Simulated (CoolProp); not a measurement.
Vapour-liquid equilibrium of n-hexane (1) + cyclohexane (2) at 1.25 MPa; x and y are mole fractions of (1).

Model: multi-fluid Helmholtz-energy mixture model, Thol 2019 and Zhou 2014; pair parameters Bell 2016, in CoolProp.

```json
[
 {"x": "0.05", "bubble temperature (K)": "?", "y at the bubble point": "0.064", "dew temperature at overall composition x (K)": "467.6", "liquid density (mol/L)": "6.862"},
 {"x": "0.15", "bubble temperature (K)": "465.0", "y at the bubble point": "0.183", "dew temperature at overall composition x (K)": "465.7", "liquid density (mol/L)": "6.710"},
 {"x": "0.25", "bubble temperature (K)": "462.9", "y at the bubble point": "0.295", "dew temperature at overall composition x (K)": "463.8", "liquid density (mol/L)": "6.562"},
 {"x": "0.35", "bubble temperature (K)": "461.0", "y at the bubble point": "0.401", "dew temperature at overall composition x (K)": "461.9", "liquid density (mol/L)": "6.416"},
 {"x": "0.45", "bubble temperature (K)": "459.2", "y at the bubble point": "0.502", "dew temperature at overall composition x (K)": "460.1", "liquid density (mol/L)": "?"},
 {"x": "0.55", "bubble temperature (K)": "457.5", "y at the bubble point": "0.599", "dew temperature at overall composition x (K)": "?", "liquid density (mol/L)": "?"},
 {"x": "0.65", "bubble temperature (K)": "455.9", "y at the bubble point": "?", "dew temperature at overall composition x (K)": "456.6", "liquid density (mol/L)": "6.001"},
 {"x": "0.75", "bubble temperature (K)": "?", "y at the bubble point": "0.783", "dew temperature at overall composition x (K)": "454.9", "liquid density (mol/L)": "5.869"},
 {"x": "0.85", "bubble temperature (K)": "452.9", "y at the bubble point": "?", "dew temperature at overall composition x (K)": "453.2", "liquid density (mol/L)": "5.741"},
 {"x": "0.95", "bubble temperature (K)": "451.5", "y at the bubble point": "0.957", "dew temperature at overall composition x (K)": "451.6", "liquid density (mol/L)": "5.616"}
]
```

Task: Fill in the missing entries.

Result: 
- 0.05, bubble temperature (K): 467.3
- 0.45, liquid density (mol/L): 6.275
- 0.55, dew temperature at overall composition x (K): 458.3
- 0.55, liquid density (mol/L): 6.136
- 0.65, y at the bubble point: 0.692
- 0.75, bubble temperature (K): 454.3
- 0.85, y at the bubble point: 0.871

No azeotrope shows between x = 0.05 and 0.95.

The pair parameters rest on a limited set of measurements; away from them the model extrapolates.
